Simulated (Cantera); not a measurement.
**Gas activation for diamond growth**

A perfectly stirred reactor is fed with CH₄ : H₂ : H : H₂O = 0.017 : 1 : 0.099 : 0.054 (molar parts), at 0.133 bar; it is held at 2100 K, and followed from long to short residence time.

Model: GRI-Mech 3.0 (53 species, 325 reactions), integrated in Cantera.

```tsv
τ (s)	x CH₄	x H₂	x H	x C₂H₆	x C₂H₂	x C₂H₄	x CH₂
9.4	4.63e-5	0.945	0.00856	3.20e-11	3.00e-6	2.51e-9	9.91e-8
3.4	0.000114	0.945	0.00876	1.99e-10	1.83e-5	1.54e-8	2.55e-7
1.2	0.000261	0.944	0.00906	1.09e-9	9.58e-5	8.17e-8	6.25e-7
0.44	0.000515	0.943	0.00948	4.44e-9	0.000357	3.16e-7	1.34e-6
0.16	0.000877	0.941	0.0102	1.40e-8	0.000945	9.07e-7	2.65e-6
0.057	0.00128	0.938	0.0117	3.47e-8	0.00178	1.99e-6	5.03e-6
0.020	0.00159	0.934	0.0148	6.73e-8	0.00253	3.58e-6	9.62e-6
0.0074	0.00169	0.928	0.0199	1.02e-7	0.00301	5.54e-6	1.79e-5
0.0027	0.00168	0.920	0.0276	1.37e-7	0.00335	8.19e-6	3.25e-5
```
x: mole fraction; the columns are a selection and need not sum to one.
